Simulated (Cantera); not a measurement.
A perfectly stirred reactor is fed with 3.66 % CH₄, 96.3 % H₂, at 0.270 bar; it is held at 2300 K, and followed from long to short residence time.

Model: GRI-Mech 3.0 (53 species, 325 reactions), integrated in Cantera. GRI-Mech 3.0 stops at C3 and has no aromatics, soot or wall deposition, so with more carbon than oxygen in the feed, carbon stays in small species such as C2H2 where larger ones or solid carbon would form.

One state of this run: x CH₄ = 0.000729; x H₂ = 0.964; x C₂H₆ = 1.12e-8; x CH₃ = 0.000250; x CH₂ = 6.73e-6; x C₂H₄ = 7.57e-6; x C₂H = 1.41e-5. x: mole fraction; the columns are a selection and need not sum to one.

Task: Which value of τ (s) does it belong to?
(A) 0.0057
(B) 1.8
(C) 0.10
(D) 0.00083

Result: C, 0.10
